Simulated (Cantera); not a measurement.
An adiabatic, constant-volume homogeneous reactor starts with CH3OH : O2 : N2 = 1 : 2.46 : 21.1 (molar parts), at 1198 K and 10.0 bar. Integrator tolerance rtol = 1e-08.

Computed with Cantera and GRI-Mech 3.0 (53 species, 325 reactions). GRI-Mech 3.0 was tuned for natural gas; its chemistry of methanol as a main component is partial and can be far from experiment.

What does this change do: O2 2.46 to 1.6 parts?


| quantity | before | after |
|---|---|---|
| time of steepest temperature rise | 2.14 ms | 2.21 ms |
| temperature at 4.00 s | 2113 K | 2149 K |
| equilibrium temperature | 2113 K | 2149 K |
| x(CH3OH) at 4.00 s | <1e-12 (gas-phase equilibrium <1e-12) | <1e-12 (gas-phase equilibrium <1e-12) |
| x(O2) at 4.00 s | 0.0359 (gas-phase equilibrium 0.0359) | 0.00364 (gas-phase equilibrium 0.00364) |
| x(NO) at 4.00 s | 0.00441 (gas-phase equilibrium 0.00441) | 0.00156 (gas-phase equilibrium 0.00156) |
| x(HCN) at 4.00 s | <1e-12 (gas-phase equilibrium <1e-12) | 1.28e-12 (gas-phase equilibrium 1.28e-12) |
| x(CH2O) at 4.00 s | <1e-12 (gas-phase equilibrium <1e-12) | 1.30e-12 (gas-phase equilibrium 1.30e-12) |
| x(C2H2) at 4.00 s | <1e-12 (gas-phase equilibrium <1e-12) | <1e-12 (gas-phase equilibrium <1e-12) |

What does this change do: initial temperature 1198 to 1225 K?


```
quantity                                                            before                                    after
---------------------------------  ---------------------------------------  ---------------------------------------
time of steepest temperature rise                                  2.14 ms                                  1.37 ms
temperature at 4.00 s                                               2113 K                                   2136 K
equilibrium temperature                                             2113 K                                   2136 K
x(CH3OH) at 4.00 s                   <1e-12 (gas-phase equilibrium <1e-12)    <1e-12 (gas-phase equilibrium <1e-12)
x(O2) at 4.00 s                      0.0359 (gas-phase equilibrium 0.0359)    0.0358 (gas-phase equilibrium 0.0358)
x(NO) at 4.00 s                    0.00441 (gas-phase equilibrium 0.00441)  0.00465 (gas-phase equilibrium 0.00465)
x(HCN) at 4.00 s                     <1e-12 (gas-phase equilibrium <1e-12)    <1e-12 (gas-phase equilibrium <1e-12)
x(CH2O) at 4.00 s                    <1e-12 (gas-phase equilibrium <1e-12)    <1e-12 (gas-phase equilibrium <1e-12)
x(C2H2) at 4.00 s                    <1e-12 (gas-phase equilibrium <1e-12)    <1e-12 (gas-phase equilibrium <1e-12)
```
